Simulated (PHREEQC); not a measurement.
Dissolve 0.14 mol HBr, 0.17 mol NaCl and 0.00081 mol KCl per kg of water at 25 °C. Closed to the air; pH follows from the charge balance.

The numbers come from PHREEQC with the Pitzer model, pitzer.dat.

Each row changes one thing in this solution. This is a speciation only: nothing precipitates in the calculation.

```
case                               pH  SI of Halite (NaCl)
-------------------------------  ----  -------------------
as made                          0.94                -3.40
0.0046 mol/kgw H2SO4 added       0.92                -3.40
NaCl from 0.17 to 0.153 mol/kgw  0.94                -3.49
KCl left out                     0.94                -3.40
diluted 2-fold with water        1.25                -3.96
NaCl from 0.17 to 0.034 mol/kgw  0.94                -4.75
NaCl from 0.17 to 1.7 mol/kgw    0.74                -1.46
```

Species that the database lacks are ignored.
